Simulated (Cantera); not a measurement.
Charge: 1 mol Si, 3.9 mol F₂, at 0.260 bar.

These are equilibrium values from Cantera (NASA tables, ideal gas, pure condensed phases), not measurements of a reactor. Candidate condensed phases: Si; 9 gas species. Kinetics and transport are ignored. All values below are at 600 K.

Base state: F₂ 0.655, SiF₄ 0.345, F 0.000223 (mole fractions); condensed: gas only.

Question: What changes in the equilibrium state with this change: pressure from 0.260 bar to 5.70 mbar?

Answer: 
```json
[
 {"species": "F₂", "before": "0.655", "after": "0.654"},
 {"species": "SiF₄", "before": "0.345", "after": "0.345"},
 {"species": "F", "before": "0.000223", "after": "0.00151"}
]
```
